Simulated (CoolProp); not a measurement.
Saturation properties of cis-2-butene (Tc = 435.8 K, pc = 4.236 MPa, ω = 0.202).

Model: reference Helmholtz-energy equation of state, Lemmon 2005, in CoolProp. It is a short technical equation, of lower accuracy than the large ones.

```csv
T (K),p (MPa),liquid density (kg/m³),vapour density (kg/m³)
281,0.1183,635.4,2.976
283.8,0.1310,632.2,3.274
286.6,0.1448,629.0,3.595
289.4,0.1596,625.7,3.940
292.2,0.1756,622.5,4.310
295.1,0.1934,619.1,4.721
297.9,0.2120,615.7,5.146
300.7,0.2318,612.4,5.600
303.5,0.2530,609.0,6.085
306.3,0.2757,605.6,6.601
309.1,0.2998,602.2,7.151
312,0.3265,598.6,7.757
314.8,0.3540,595.1,8.380
317.6,0.3831,591.5,9.042
```

It boils at 276.9 K under 1 atm.
